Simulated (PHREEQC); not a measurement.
1.1 g of hydrous ferric oxide (600 m²/g; 0.2 weak and 0.005 strong sites per Fe, Dzombak-Morel constants, diffuse double layer) in 1 kg of water with 0.1 mol/kgw of an inert sodium salt and 0.00015 mol PbCl2 and 4.6e-06 mol ZnCl2, at 25 °C; the pH is set by adding NaOH or the inert anion's acid. Oxygen is held at 0.21 atm. The system is closed to CO2. No solid was allowed to form.

All values are PHREEQC results (ion-association model, wateq4f.dat), not measurements.

Task: Predict surface charge σ (C/m²) at pH = 6, 9, 10.

Result: 
```tsv
pH	surface charge σ (C/m²)
6	0.117
9	-0.029
10	-0.084
```
